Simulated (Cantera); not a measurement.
A closed system holds: 1 mol SiC, 0.068 mol C, 0.13 mol H2, held at 150 Torr.

Cantera equilibrium calculation (NASA polynomials, part measured and part estimated; ideal gas, pure solids and liquids). Candidate condensed phases: C, C6H6, C7H8, C8H18, Si, SiC; 87 gas species. Gases not in the tables: Si2H6 and higher silanes. The numbers say what is thermodynamically allowed, not how fast it happens.

Over these rows the condensed part is C(graphite) + SiC(s). Partial pressures as log10 of bar:

```tsv
T (K)	1000/T (1/K)	log p Si	log p H2
1775	0.5634	-7.33	-0.70
1925	0.5195	-6.15	-0.70
2075	0.4819	-5.14	-0.70
2225	0.4494	-4.27	-0.71
2375	0.4211	?	-0.72
2525	0.3960	-2.84	-0.74
```

### Question
Fit log p(Si) = a + b·(1000/T) to the five rows, give the apparent enthalpy, and predict the row at 2375 K.

### Answer
Means: 1000/T = 0.4820, log p = -5.146. Sxy = -0.442302, Sxx = 0.0164910, so b = -26.82 and a = -5.146 − (-26.82)×0.4820 = 7.78.
Apparent enthalpy: −19.145 × (-26.82) = 513 kJ/mol. The condensed phases alone fix this pressure, through SiC(s) = Si(g) + C(graphite), so the slope is that reaction's ΔH° and the other gases don't enter. The five rows lie within 0.01 of the line.
Prediction at 2375 K: 7.78 + (-26.82)×0.4211 = -3.51. The computed value is -3.51, 0.00 from the line.
